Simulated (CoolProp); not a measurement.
Vapour-liquid equilibrium of R125 (1) + R1234yf (2) at -45.45 °C; x and y are mole fractions of (1).

Model: multi-fluid Helmholtz-energy mixture model, Lemmon 2005 and Lemmon 2022; pair parameters Bell 2023, in CoolProp.

```tsv
x	bubble pressure, mixture model (MPa)	bubble pressure, Raoult's law (MPa)	y, mixture model	y, Raoult's law
0.05	0.05080	0.05072	0.113	0.113
0.15	?	0.05750	?	0.300
0.25	0.06445	0.06428	?	0.448
0.35	?	0.07106	0.560	0.567
0.45	0.07793	0.07784	?	0.666
0.55	0.08466	0.08462	0.741	0.748
0.65	0.09138	0.09140	0.812	0.819
0.75	?	0.09818	0.874	0.879
0.85	0.1049	0.1050	?	0.932
0.95	0.1117	0.1117	?	0.979
```

Question: Complete the blanks.

Answer: 
- 0.15, bubble pressure, mixture model (MPa): 0.05766
- 0.15, y, mixture model: 0.297
- 0.25, y, mixture model: 0.442
- 0.35, bubble pressure, mixture model (MPa): 0.07121
- 0.45, y, mixture model: 0.658
- 0.75, bubble pressure, mixture model (MPa): 0.09813
- 0.85, y, mixture model: 0.929
- 0.95, y, mixture model: 0.978

The largest gap from Raoult's law is +0.3 % in bubble pressure, at x = 0.15. No azeotrope shows between x = 0.05 and 0.95.

Pair parameters are fitted to limited data, so mixtures are less certain than the pure fluids.
